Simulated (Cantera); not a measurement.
Mixture: CH₄ : H₂ : O₂ : N₂ = 1 : 0.06 : 2.57 : 9.66 (molar parts), equivalence ratio 0.79, at 1.00 bar, adiabatic and at constant volume. Ignition delay is the time to a rise of 400 K.

Computed with Cantera and GRI-Mech 3.0 (53 species, 325 reactions). Below about 1000 K GRI-Mech 3.0 lacks low-temperature oxidation paths. Below about 950 K walls govern HO2 and H2O2 in real vessels.

Question: What does this change do: pressure from 1.00 bar to 22.0 bar?

Answer: 
```tsv
quantity	before	after
delay at 925 K	0.626 s	64.4 ms
delay at 1075 K	97.0 ms	3.89 ms
delay at 1225 K	14.8 ms	0.658 ms
delay at 1375 K	2.60 ms	0.166 ms
delay at 1525 K	0.617 ms	48.1 µs
apparent activation energy between 1450 and 1600 K	160 kJ/mol	150 kJ/mol
```
The pressure lies above the range GRI-Mech 3.0 was tuned for (to about 10 atm).

Question: What does this change do: pressure from 1.00 bar to 1.30 bar?

Answer: 
| quantity | before | after |
|---|---|---|
| delay at 925 K | 0.626 s | 0.490 s |
| delay at 1075 K | 97.0 ms | 73.4 ms |
| delay at 1225 K | 14.8 ms | 11.9 ms |
| delay at 1375 K | 2.60 ms | 2.14 ms |
| delay at 1525 K | 0.617 ms | 0.502 ms |
| apparent activation energy between 1450 and 1600 K | 160 kJ/mol | 170 kJ/mol |

Question: What does this change do: 0.021 parts C2H6 added?

Answer: 
```tsv
quantity	before	after
delay at 925 K	0.626 s	0.446 s
delay at 1075 K	97.0 ms	53.3 ms
delay at 1225 K	14.8 ms	9.06 ms
delay at 1375 K	2.60 ms	1.63 ms
delay at 1525 K	0.617 ms	0.357 ms
apparent activation energy between 1450 and 1600 K	160 kJ/mol	170 kJ/mol
```
